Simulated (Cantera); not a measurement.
**Thermodynamics of calcination and drying, feed LiOH + H2**

Charge: 1 mol LiOH, a varied amount of H2, equilibrated at 1573.15 K and 1.00 Torr.

These are equilibrium values from Cantera (NASA tables, ideal gas, pure condensed phases), not measurements of a reactor. Candidate condensed phases: H2O, Li, LiH, LiOH, Li2O; 17 gas species. Kinetics and transport are ignored.

From 0.26 mol H2 to 0.36 mol H2 the condensed part is Li2O(s). From 0.51 mol H2 to 3.7 mol H2 nothing is condensed. The main Li-bearing gas is LiOH throughout.

```tsv
n(H2) (mol)	log p H2	log p LiOH	log p H2O	log p Li	log p Li2O	log p H	log p Li2(OH)2	log p LiH	n Li2O(s)
0.26	-3.68	-3.09	-3.73	-3.91	-5.04	-6.23	-6.49	-6.99	0.0494
0.36	-3.58	-3.12	-3.79	-3.83	-5.04	-6.18	-6.55	-6.87	0.00656
0.51	-3.46	-3.18	-3.80	-3.82	-5.14	-6.12	-6.65	-6.79	0
0.71	-3.35	-3.24	-3.81	-3.82	-5.26	-6.07	-6.78	-6.74	0
0.98	-3.26	-3.32	-3.82	-3.84	-5.39	-6.02	-6.93	-6.71	0
1.4	-3.18	-3.42	-3.85	-3.86	-5.56	-5.98	-7.13	-6.69	0
1.9	-3.12	-3.51	-3.89	-3.90	-5.72	-5.95	-7.33	-6.69	0
2.7	-3.06	-3.64	-3.94	-3.94	-5.93	-5.92	-7.58	-6.71	0
3.7	-3.02	-3.77	-3.99	-4.00	-6.13	-5.90	-7.84	-6.75	0
```
log p: log10 of the partial pressure in bar; n: condensed amount in mol.
